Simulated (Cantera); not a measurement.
Cantera run:

```python
import numpy as np
import cantera as ct

gas_names = """
    B BH BH2 BH3 BN BO BO2 B2 B2O B2O2 B2O3 B3O3H3 H HBO HBO2 HNO HNO2 HNO3 HO2 H2 H2O H2O2 H3B3O6 N NH
    NH2 NH3 NH2OH NO NO2 NO3 N2 N2H2 N2H4 N2O O OH O2 O3
""".split()
cond_names = """
    B(b) B(L) BN(s) B2O3(L) B3O3H3(cr) H2O(s) H2O(L)
""".split()


# ... load() reads the species with a 1 bar reference pressure and builds the phases ...
atoms = {
    'B2O3': {'B': 2, 'O': 3},
    'H2O': {'H': 2, 'O': 1},
    'N2': {'N': 2},
}
top_T = {'BN(s)': 3200}  # K; cautious upper limits of use, not melting points


# ... equilibrate(T, P, feed) seeds the gas with the atoms and calls Mixture.equilibrate('TP', solver="vcs", rtol=1e-11, max_steps=5000) ...
results = []
feed = {'B2O3': 1, 'H2O': 14, 'N2': 0.21}  # mol
T = 1598.15  # K
for P in [10, 32, 100, 320, 1000, 3200, 10000, 32000, 100000]:
    mix = equilibrate(T, P, feed)
    results.append((T, P, feed, dict(zip(mix.species_names, mix.species_moles))))

top = {s: max(r[3][s] / sum(r[3][g] for g in gas_names) for r in results) for s in gas_names}
cols = sorted((s for s in top if top[s] > 0.001), key=lambda s: -top[s])[:7]
seen = [c for c in cond_names if any(r[3].get(c, 0) > 1e-12 for r in results)]
print("log10 of partial pressures in bar; condensed amounts in mol")
print(f"{'P/Pa':>10s}" + "".join(f"{s[:9]:>10s}" for s in cols + seen))
for T, P, feed, n in results:
    ng = sum(n[g] for g in gas_names)
    print(f"{P:10.4g}" + "".join(f"{np.log10(max(n[s] / ng * P / 1e5, 1e-99)):10.3f}" for s in cols)
          + "".join(f"{n.get(c, 0):10.4g}" for c in seen))
```

It prints:

```
log10 of partial pressures in bar; condensed amounts in mol
      P/Pa       H2O      HBO2        N2        H2        O2    H3B3O6        OH   B2O3(L)
        10    -4.075    -4.891    -5.863    -6.058    -6.410   -13.322    -6.729         0
        32    -3.567    -4.385    -5.357    -5.718    -6.074   -11.803    -6.391         0
       100    -3.071    -3.889    -4.861    -5.387    -5.744   -10.316    -6.060         0
       320    -2.565    -3.383    -4.356    -5.048    -5.408    -8.799    -5.723         0
      1000    -2.069    -2.888    -3.861    -4.718    -5.079    -7.314    -5.393         0
      3200    -1.564    -2.383    -3.355    -4.380    -4.743    -5.799    -5.056         0
     1e+04    -1.068    -1.892    -2.860    -4.049    -4.413    -4.325    -4.726         0
   3.2e+04    -0.545    -1.535    -2.346    -3.701    -4.063    -3.254    -4.377    0.2756
     1e+05    -0.032    -1.279    -1.842    -3.359    -3.721    -2.485    -4.035    0.5426
```

Equilibrium computed with Cantera from the NASA thermochemical tables; the gas is ideal and each condensed phase is pure. Gases not in the tables: H3BO3.
